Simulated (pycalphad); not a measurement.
CALPHAD calculation (pycalphad, COST 507 light-alloy database (1999)), 1 atm. No gas phase is included, though pure Mg would boil below 1650 K. These are 1990s assessments: newer ones move some temperatures and phases. The system is extrapolated from its subsystems; higher-order compounds may be missing. Diffusion is slow at the low end, where real alloys seldom reach equilibrium.

Molar enthalpy of Al-0.73Si-1.76Mg-0.24Fe (at.%) in equilibrium (SER reference):

```csv
T (K),H (kJ/mol),phases
1650,51.39,LIQUID
1570,48.85,LIQUID
1490,46.30,LIQUID
1410,43.76,LIQUID
1330,41.22,LIQUID
1250,38.68,LIQUID
1170,36.14,LIQUID
1090,33.60,LIQUID
1010,31.06,LIQUID
970,29.79,LIQUID
930,28.51,LIQUID
850,15.33,FCC_A1 + ALFESI_ALPHA + MG2SI + ALFESI_BETA
810,13.85,FCC_A1 + ALFESI_ALPHA + MG2SI
770,12.45,FCC_A1 + MG2SI + ALFESI_ALPHA
690,9.87,FCC_A1 + MG2SI + ALFESI_ALPHA + AL13FE4
610,7.48,FCC_A1 + MG2SI + AL13FE4
530,5.26,FCC_A1 + MG2SI + AL13FE4
450,3.11,FCC_A1 + MG2SI + AL13FE4
370,1.04,FCC_A1 + MG2SI + AL13FE4
```

Cooling from 930 K to 850 K, across the freezing range, releases 13.2 kJ/mol, or 488 J/g. The slope is 32 J/(mol K) in the liquid and 37 J/(mol K) just below the solidus, where it includes any heat of precipitation. Liquidus 919 K, solidus 862 K. Changes were sought between steps of 40 K, so a narrower field can be missed.

Database names, with the compositions (at.%) that they take in these runs: AL13FE4: Al 76 Fe 24; ALFESI_ALPHA: Al 72-74 Fe 19 Si 7-9; MG2SI: Mg 67 Si 33; ALFESI_BETA: Al 70 Si 15 Fe 15. FCC_A1 is fcc.
